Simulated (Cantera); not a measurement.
Cantera run, input and output.

```python
import numpy as np
import cantera as ct

gas = ct.Solution("gri30.yaml")
gas.TPX = 2825, 26000, {'CH4': 0.037, 'H2': 1, 'H': 0.0036}
reactor = ct.IdealGasConstPressureReactor(gas, energy="off", clone=False)
net = ct.ReactorNet([reactor])
net.rtol, net.atol = 1e-08, 1e-18
show = ['CH4', 'H2', 'H', 'CH2', 'CH3', 'C2H', 'C2H4']
times = np.geomspace(3e-05, 100, 13)

steps = ct.SolutionArray(gas, extra=["t"])
rows = []
print(f"{'t/s':>10s}{'T/K':>9s}{'P/Pa':>11s}" + "".join(f"{s:>11s}" for s in show))
for t in times:
    while net.time < t:
        t_next = net.step()
        steps.append(gas.state, t=t_next)
    rows.append([np.interp(t, steps.t, y) for y in (steps.T, steps.P, *steps(*show).X.T)])
    print(f"{t:10.3e}{rows[-1][0]:9.1f}{rows[-1][1]:11.4g}" + "".join(f"{x:11.3e}" for x in rows[-1][2:]))
rate = np.gradient(steps.T, steps.t)
print("integrator steps:", len(steps.t))
if steps.T.max() > steps.T[0] + 200:
    print(f"time of steepest temperature rise: {steps.t[rate.argmax()]:.4e} s")
gas.TPX = 2825, 26000, {'CH4': 0.037, 'H2': 1, 'H': 0.0036}
gas.equilibrate("TP")
print(f"equilibrium (TP): T = {gas.T:.1f} K  " + "  ".join(f"{s} {gas[s].X[0]:.3e}" for s in show))
```

It prints:

```
       t/s      T/K       P/Pa        CH4         H2          H        CH2        CH3        C2H       C2H4
 3.000e-05   2825.0    2.6e+04  8.922e-03  9.278e-01  4.671e-02  4.497e-04  7.483e-03  5.441e-05  1.423e-04
 1.049e-04   2825.0    2.6e+04  1.096e-03  9.170e-01  6.504e-02  1.489e-04  1.300e-03  1.415e-04  8.500e-06
 3.667e-04   2825.0    2.6e+04  1.162e-04  8.967e-01  8.663e-02  3.182e-05  1.872e-04  2.037e-04  2.501e-06
 1.282e-03   2825.0    2.6e+04  2.271e-05  8.605e-01  1.233e-01  1.371e-05  5.395e-05  2.968e-04  1.373e-06
 4.481e-03   2825.0    2.6e+04  1.237e-05  8.272e-01  1.569e-01  1.297e-05  3.873e-05  3.837e-04  8.953e-07
 1.567e-02   2825.0    2.6e+04  1.178e-05  8.240e-01  1.601e-01  1.295e-05  3.777e-05  3.921e-04  8.626e-07
 5.477e-02   2825.0    2.6e+04  1.178e-05  8.240e-01  1.601e-01  1.295e-05  3.777e-05  3.921e-04  8.626e-07
 1.915e-01   2825.0    2.6e+04  1.178e-05  8.240e-01  1.601e-01  1.295e-05  3.777e-05  3.921e-04  8.626e-07
 6.694e-01   2825.0    2.6e+04  1.178e-05  8.240e-01  1.601e-01  1.295e-05  3.777e-05  3.921e-04  8.626e-07
 2.340e+00   2825.0    2.6e+04  1.178e-05  8.240e-01  1.601e-01  1.295e-05  3.777e-05  3.921e-04  8.626e-07
 8.182e+00   2825.0    2.6e+04  1.178e-05  8.240e-01  1.601e-01  1.295e-05  3.777e-05  3.921e-04  8.626e-07
 2.860e+01   2825.0    2.6e+04  1.178e-05  8.240e-01  1.601e-01  1.295e-05  3.777e-05  3.921e-04  8.626e-07
 1.000e+02   2825.0    2.6e+04  1.178e-05  8.240e-01  1.601e-01  1.295e-05  3.777e-05  3.921e-04  8.626e-07
integrator steps: 1266
equilibrium (TP): T = 2825.0 K  CH4 1.200e-05  H2 8.240e-01  H 1.601e-01  CH2 1.319e-05  CH3 3.846e-05  C2H 3.920e-04  C2H4 8.628e-07
```

Cantera simulation using GRI-Mech 3.0 (53 species, 325 reactions); the numbers are that mechanism's predictions, not measurements. GRI-Mech 3.0 stops at C3 and has no aromatics, soot or wall deposition, so with more carbon than oxygen in the feed, carbon stays in small species such as C2H2 where larger ones or solid carbon would form.
